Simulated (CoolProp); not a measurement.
Properties of carbon monoxide along the isotherm 234.7 K.

Model: reference Helmholtz-energy equation of state, Lemmon 2006, in CoolProp. It is a short technical equation, of lower accuracy than the large ones.

```
p (MPa)          phase  density (kg/m³)  cp (kJ/(kg K))  cv (kJ/(kg K))  isothermal compressibility (1/MPa)  fugacity coefficient
-------  -------------  ---------------  --------------  --------------  ----------------------------------  --------------------
0.656              gas            9.502           1.061          0.7454                               1.538                0.9909
1.31               gas            19.14           1.083          0.7483                              0.7764                0.9822
1.97               gas            29.03           1.106          0.7514                              0.5201                0.9736
2.62               gas            38.91           1.130          0.7544                              0.3936                0.9655
3.28               gas            49.09           1.154          0.7575                              0.3161                0.9575
3.94     supercritical            59.39           1.179          0.7606                              0.2644                0.9497
4.59     supercritical            69.65           1.205          0.7636                              0.2278                0.9424
5.25     supercritical            80.17           1.231          0.7667                              0.1996                0.9352
```
